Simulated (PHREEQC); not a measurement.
Make-up at 70 °C: 0.091 mol/kgw HF and 0.00037 mol/kgw H2SiF6. Closed to the air; pH follows from the charge balance.

Model: ion-association model, phreeqc.dat, run in PHREEQC.

This is a speciation only: nothing precipitates in the calculation.

Task: Order these F species by the share of F that they hold, largest first: F-, HF, SiF6-2, HF2-.

Result: HF (90 %), F- (4.6 %), HF2- (3.3 %), SiF6-2 (2.4 %)

The pH is 2.22 and the ionic strength 0.00693 mol/kgw. Species that the database lacks are ignored. Constants without temperature data keep their 25 °C values here. SiF6-2 is the database's only silicon fluoride.
